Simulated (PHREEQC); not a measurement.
Dissolve 0.297 mol NaHS and 3.2e-05 mol NaHCO3 per kg of water at 20 °C. Closed to the air; pH follows from the charge balance.

The numbers come from PHREEQC with the ion-association model, phreeqc.dat.

Precipitation was switched off in this run.

Problem. Order these C species by the share of C that they hold, largest first: NaCO3-, HCO3-, NaHCO3, CO3-2.

Solution. HCO3- (44 %), NaCO3- (28 %), CO3-2 (24 %), NaHCO3 (3.7 %)

The pH is 9.69 and the ionic strength 0.297 mol/kgw. Complexes and solids missing from the database can't appear.
